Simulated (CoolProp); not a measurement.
Vapour-liquid equilibrium of propylene (1) + R22 (2) at -14.85 °C; x and y are mole fractions of (1).

Model: multi-fluid Helmholtz-energy mixture model, Lemmon 2013 and Kamei 1995; pair parameters Bell 2016, in CoolProp.

Task: Give the bubble pressure and the first vapour's composition at x = 0.65, 0.8, 0.95. Is there an azeotrope?

Result: x = 0.65: 0.3691 MPa, y = 0.669; x = 0.8: 0.3710 MPa, y = 0.798; x = 0.95: 0.3675 MPa, y = 0.945. y crosses x between x = 0.65 and 0.8: the model has an azeotrope there.

The pair parameters rest on a limited set of measurements; away from them the model extrapolates.
